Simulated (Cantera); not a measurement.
An adiabatic, constant-volume homogeneous reactor starts with 17.9 % H2, 17.2 % O2, 64.9 % N2, equivalence ratio 0.52, at 1300 K and 0.540 bar.

Model: the H2/O2 subset of GRI-Mech 3.0, which has no nitrogen chemistry, integrated in Cantera.

Q: Predict: time of steepest temperature rise; temperature at 0.200 s; equilibrium temperature; x(H2) at 0.200 s; x(O2) at 0.200 s; x(HO2) at 0.200 s; x(OH) at 0.200 s; x(H2O2) at 0.200 s; x(H2O) at 0.200 s.

A: 
```
Property                                                             Value
---------------------------------  ---------------------------------------
time of steepest temperature rise                                  53.3 µs
temperature at 0.200 s                                              2614 K
equilibrium temperature                                             2614 K
x(H2) at 0.200 s                   0.00611 (gas-phase equilibrium 0.00611)
x(O2) at 0.200 s                     0.0845 (gas-phase equilibrium 0.0845)
x(HO2) at 0.200 s                  1.27e-5 (gas-phase equilibrium 1.27e-5)
x(OH) at 0.200 s                     0.0215 (gas-phase equilibrium 0.0215)
x(H2O2) at 0.200 s                 4.55e-7 (gas-phase equilibrium 4.55e-7)
x(H2O) at 0.200 s                      0.175 (gas-phase equilibrium 0.175)
```
